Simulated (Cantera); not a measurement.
Catalytic stagnation flow on Pt

A jet of H2 : O2 : N2 = 0.026 : 0.074 : 0.79 (molar parts), equivalence ratio 0.18 at 300 K and 90.0 Torr hits a platinum plate 3.8 cm away at a mass flux of 0.14 kg/m²/s; the plate temperature is set and raised in steps from an oxygen-covered start.

Cantera simulation using Deutschmann's 1995 Pt surface mechanism with GRI-Mech 3.0 gas chemistry; the numbers are that mechanism's predictions, not measurements. Catalytic surfaces can have several steady states; this one follows from the mechanism file's or the stated starting coverage.

```csv
plate T (K),wall x H2,wall x O2,wall x H2O,wall x OH,θ free Pt,θ O*,θ OH*
700,0.00258,0.0547,0.0511,<1e-8,0.0881,0.908,0.00437
750,0.00238,0.0546,0.0513,<1e-8,0.0998,0.897,0.00336
800,0.00196,0.0542,0.0518,<1e-8,0.127,0.870,0.00283
850,0.00152,0.0538,0.0524,1.24e-8,0.172,0.825,0.00250
900,0.00119,0.0535,0.0529,3.91e-8,0.229,0.768,0.00223
950,0.000967,0.0533,0.0531,1.08e-7,0.293,0.705,0.00197
1000,0.000815,0.0531,0.0533,2.70e-7,0.360,0.638,0.00173
1050,0.000722,0.0527,0.0538,6.15e-7,0.429,0.570,0.00152
```
x: mole fraction at the wall; θ: surface coverage.
